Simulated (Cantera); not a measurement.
A Cantera script and what it prints.

```python
import numpy as np
import cantera as ct

gas_names = """
    B BH BH2 BH3 BO BO2 B2 B2O B2O2 B2O3 B3O3H3 H HBO HBO2 HO2 H2 H2O H2O2 H3B3O6 O OH O2 O3
""".split()
cond_names = """
    B(b) B(L) B2O3(L) B3O3H3(cr) H2O(s) H2O(L)
""".split()


# ... load() reads the species with a 1 bar reference pressure and builds the phases ...
atoms = {
    'B': {'B': 1},
    'H2O': {'H': 2, 'O': 1},
    'O2': {'O': 2},
}
top_T = {}  # K; cautious upper limits of use, not melting points


# ... equilibrate(T, P, feed) seeds the gas with the atoms and calls Mixture.equilibrate('TP', solver="vcs", rtol=1e-11, max_steps=5000) ...
results = []
feed = {'B': 1, 'H2O': 0.49, 'O2': 0.33}  # mol
P = 99000  # Pa
for T in [1000, 1050, 1100, 1150, 1200, 1250, 1300, 1350, 1400, 1450, 1500, 1550, 1600, 1650]:
    mix = equilibrate(T, P, feed)
    results.append((T, P, feed, dict(zip(mix.species_names, mix.species_moles))))
    x = sorted(zip(gas.X, gas.species_names), reverse=True)
    print(f"T = {T:g} K  P = {P:g} Pa  gas = {mix.phase_moles(0):.4g} mol")
    print("   x: " + "  ".join(f"{s} {v:.3e}" for v, s in x if v > 1e-06))
    print("   condensed (mol): " + ("  ".join(f"{mix.phase(i).name} {mix.phase_moles(i):.4g}"
          for i in range(1, mix.n_phases) if mix.phase_moles(i) > 1e-12) or "none"))
```

It prints:

```
T = 1000 K  P = 99000 Pa  gas = 0.4885 mol
   x: H2 9.940e-01  B3O3H3 5.987e-03
   condensed (mol): B(b) 0.2304  B2O3(L) 0.3804
T = 1050 K  P = 99000 Pa  gas = 0.4885 mol
   x: H2 9.937e-01  B3O3H3 6.265e-03  HBO 3.028e-06
   condensed (mol): B(b) 0.2303  B2O3(L) 0.3803
T = 1100 K  P = 99000 Pa  gas = 0.4884 mol
   x: H2 9.935e-01  B3O3H3 6.480e-03  HBO 8.956e-06
   condensed (mol): B(b) 0.2302  B2O3(L) 0.3802
T = 1150 K  P = 99000 Pa  gas = 0.4884 mol
   x: H2 9.933e-01  B3O3H3 6.640e-03  HBO 2.403e-05
   condensed (mol): B(b) 0.2301  B2O3(L) 0.3801
T = 1200 K  P = 99000 Pa  gas = 0.4884 mol
   x: H2 9.932e-01  B3O3H3 6.754e-03  HBO 5.918e-05
   condensed (mol): B(b) 0.23  B2O3(L) 0.38
T = 1250 K  P = 99000 Pa  gas = 0.4884 mol
   x: H2 9.930e-01  B3O3H3 6.827e-03  HBO 1.353e-04  HBO2 1.694e-06  BH3 1.410e-06  H2O 1.050e-06
   condensed (mol): B(b) 0.23  B2O3(L) 0.38
T = 1300 K  P = 99000 Pa  gas = 0.4884 mol
   x: H2 9.928e-01  B3O3H3 6.864e-03  HBO 2.894e-04  HBO2 4.269e-06  BH3 1.978e-06  H2O 1.904e-06  B2O2 1.178e-06  H 1.108e-06
   condensed (mol): B(b) 0.2299  B2O3(L) 0.3799
T = 1350 K  P = 99000 Pa  gas = 0.4885 mol
   x: H2 9.925e-01  B3O3H3 6.872e-03  HBO 5.838e-04  HBO2 1.000e-05  B2O2 4.025e-06  H2O 3.295e-06  BH3 2.702e-06  H 2.386e-06  BH2 1.744e-06
   condensed (mol): B(b) 0.2299  B2O3(L) 0.3799
T = 1400 K  P = 99000 Pa  gas = 0.4886 mol
   x: H2 9.920e-01  B3O3H3 6.854e-03  HBO 1.118e-03  HBO2 2.197e-05  B2O2 1.255e-05  H2O 5.473e-06  H 4.869e-06  BH3 3.602e-06  BH2 3.233e-06  B2O3 2.427e-06
   condensed (mol): B(b) 0.2298  B2O3(L) 0.3798
T = 1450 K  P = 99000 Pa  gas = 0.4889 mol
   x: H2 9.910e-01  B3O3H3 6.812e-03  HBO 2.042e-03  HBO2 4.557e-05  B2O2 3.607e-05  H 9.462e-06  H2O 8.759e-06  B2O3 7.591e-06  BH2 5.736e-06  BH3 4.700e-06
   condensed (mol): B(b) 0.2297  B2O3(L) 0.3796
T = 1500 K  P = 99000 Pa  gas = 0.4893 mol
   x: H2 9.894e-01  B3O3H3 6.747e-03  HBO 3.576e-03  B2O2 9.628e-05  HBO2 8.973e-05  B2O3 2.191e-05  H 1.760e-05  H2O 1.356e-05  BH2 9.783e-06  BH3 6.011e-06  BO 1.658e-06
   condensed (mol): B(b) 0.2294  B2O3(L) 0.3794
T = 1550 K  P = 99000 Pa  gas = 0.49 mol
   x: H2 9.868e-01  B3O3H3 6.660e-03  HBO 6.026e-03  B2O2 2.406e-04  HBO2 1.686e-04  B2O3 5.886e-05  H 3.144e-05  H2O 2.035e-05  BH2 1.609e-05  BH3 7.545e-06  BO 4.664e-06
   condensed (mol): B(b) 0.229  B2O3(L) 0.3789
T = 1600 K  P = 99000 Pa  gas = 0.4912 mol
   x: H2 9.825e-01  HBO 9.806e-03  B3O3H3 6.547e-03  B2O2 5.661e-04  HBO2 3.035e-04  B2O3 1.481e-04  H 5.416e-05  H2O 2.969e-05  BH2 2.559e-05  BO 1.227e-05  BH3 9.304e-06
   condensed (mol): B(b) 0.2284  B2O3(L) 0.3781
T = 1650 K  P = 99000 Pa  gas = 0.4932 mol
   x: H2 9.758e-01  HBO 1.545e-02  B3O3H3 6.403e-03  B2O2 1.262e-03  HBO2 5.253e-04  B2O3 3.514e-04  H 9.019e-05  H2O 4.217e-05  BH2 3.945e-05  BO 3.039e-05  BH3 1.127e-05
   condensed (mol): B(b) 0.2273  B2O3(L) 0.3769
```

These are equilibrium values from Cantera (NASA tables, ideal gas, pure condensed phases), not measurements of a reactor. Mutual solubility and eutectic melting of coexisting phases are not modelled. The tables' values for BH2 are old estimates; treat these amounts as uncertain. Gases not in the tables: B2H6 and higher boranes.
